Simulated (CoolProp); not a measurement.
Values from CoolProp's reference Helmholtz-energy equation of state, Zhou 2011.

Problem. Give the vapour pressure (MPa), vapour density (kg/m³), enthalpy of vaporisation (kJ/kg), liquid cp (kJ/(kg K)) of saturated dimethyl carbonate at 310.2, 318.9, 332 K.

Solution. 
```json
[
 {"T (K)": "310.2", "p (MPa)": "0.0131", "vapour density (kg/m³)": "0.460", "enthalpy of vaporisation (kJ/kg)": "411", "liquid cp (kJ/(kg K))": "1.85"},
 {"T (K)": "318.9", "p (MPa)": "0.0194", "vapour density (kg/m³)": "0.664", "enthalpy of vaporisation (kJ/kg)": "406", "liquid cp (kJ/(kg K))": "1.86"},
 {"T (K)": "332", "p (MPa)": "0.0334", "vapour density (kg/m³)": "1.10", "enthalpy of vaporisation (kJ/kg)": "397", "liquid cp (kJ/(kg K))": "1.89"}
]
```
